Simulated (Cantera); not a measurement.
## Premixed flame

A freely propagating, adiabatic, planar premixed flame of H₂ : O₂ : N₂ = 1 : 0.294 : 0.735 (molar parts), unburnt at 523 K and 49000 Pa; mixture-averaged transport, grid criteria slope 0.08 and curve 0.16, no radiation.

Computed with Cantera and the H2/O2 subset of GRI-Mech 3.0, which has no nitrogen chemistry. Burning velocities carry a grid error of a few per cent, more on coarse grids.

```
z (mm)  T (K)  u (m/s)   x H₂     x O₂       x H      x OH     x HO₂   x H₂O₂
------  -----  -------  -----  -------  --------  --------  --------  -------
-3.00     523     8.63  0.493    0.145     <1e-8     <1e-8     <1e-8    <1e-8
-2.00     523     8.63  0.493    0.145     <1e-8     <1e-8     <1e-8    <1e-8
-1.50     523     8.63  0.493    0.145     <1e-8     <1e-8     <1e-8    <1e-8
-0.999    523     8.63  0.493    0.145   2.16e-8     <1e-8   1.64e-7    <1e-8
-0.500    535     8.81  0.491    0.145  0.000206   5.10e-5  0.000174  2.09e-6
-0.250    748     12.1  0.459    0.140    0.0115  0.000733  0.000126  9.27e-6
0        1221     19.0  0.309   0.0883    0.0820   0.00376   4.64e-5  1.71e-6
0.250    1529     23.6  0.187   0.0180     0.132   0.00831   9.34e-6  1.16e-6
0.500    1653     25.3  0.172  0.00620     0.131    0.0101   3.03e-6  7.97e-7
0.999    1787     27.1  0.180  0.00423     0.115    0.0118   1.88e-6  4.92e-7
2.00     1938     29.1  0.190  0.00330    0.0953    0.0131   1.34e-6  2.70e-7
4.00     2098     31.1  0.200  0.00232    0.0750    0.0134   9.10e-7  1.44e-7
7.99     2249     32.9  0.209  0.00145    0.0561    0.0125   6.02e-7  8.26e-8
```
x: mole fraction of selected species; z is measured from the peak of heat release.

- laminar burning velocity = 863 cm/s
- thermal thickness = 0.999 mm
- peak x(H) = 0.134
- peak x(OH) = 0.0134
- peak x(HO₂) = 0.000221
- peak x(H₂O₂) = 1.04e-5
